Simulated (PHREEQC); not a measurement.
Dissolve 0.1 mol H2SO4 and 0.011 mol CO2 per kg of water at 25 °C. Closed to the air; pH follows from the charge balance.

Model: ion-association model, phreeqc.dat, run in PHREEQC.

Each row changes one thing in this solution. This is a speciation only: nothing precipitates in the calculation.

| case | pH | ionic strength (mol/kgw) | HSO4- (mol/kgw) | SO4-2 (mol/kgw) | (CO2)2 (mol/kgw) | HCO3- (mol/kgw) |
|---|---|---|---|---|---|---|
| as made | 1.01 | 0.139 | 0.0805 | 0.0195 | 2.29e-6 | 6.74e-8 |
| H2SO4 from 0.1 to 0.2 mol/kgw | 0.75 | … | … | 0.0273 | 2.35e-6 | 3.93e-8 |
| CO2 from 0.011 to 0.0055 mol/kgw | 1.01 | 0.139 | 0.0805 | 0.0195 | 5.73e-7 | 3.37e-8 |
| diluted 100-fold with water | 2.75 | 0.00275 | 0.000127 | 0.000873 | 2.22e-10 | 2.92e-8 |
| H2SO4 from 0.1 to 0.11 mol/kgw | 0.98 | 0.151 | 0.0895 | 0.0205 | 2.30e-6 | 6.26e-8 |
| CO2 replaced by Na2CO3 at the same molality | 1.09 | 0.145 | 0.0769 | 0.0224 | 2.29e-6 | 8.02e-8 |
| diluted 10-fold with water | 1.87 | … | 0.00468 | … | 2.23e-8 | 4.13e-8 |
| temperature from 25 to 55 °C | 1.05 | 0.123 | 0.0887 | 0.0113 | 5.25e-6 | 8.45e-8 |

Problem. Fill in the missing entries.

Solution. 
- H2SO4 from 0.1 to 0.2 mol/kgw, ionic strength (mol/kgw): 0.255
- H2SO4 from 0.1 to 0.2 mol/kgw, HSO4- (mol/kgw): 0.173
- diluted 10-fold with water, ionic strength (mol/kgw): 0.0206
- diluted 10-fold with water, SO4-2 (mol/kgw): 0.00532

At this temperature some constants are extrapolated from 25 °C, and those without enthalpy data are left unchanged.
